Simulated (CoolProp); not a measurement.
The fluid at 524.08 K and 3.05 MPa is throttled through a valve to 1.86 MPa with no heat exchange. The same conditions are run with several fluids, on thermodynamics alone (safety and materials aside).

Model: reference Helmholtz-energy equation of state of each fluid (propylene: Lemmon 2013; cis-2-butene: Lemmon 2005; ammonia: Gao 2020; sulfur dioxide: Gao 2016; ethanol: Schroeder 2014), in CoolProp.

| fluid | temperature change (K) | final density (kg/m³) |
|---|---|---|
| propylene | -4.5 | 18.9 |
| cis-2-butene | -7.0 | 26.7 |
| ammonia | -5.8 | 7.54 |
| sulfur dioxide | -9.1 | 29.1 |
| ethanol | -12.2 | 22.3 |
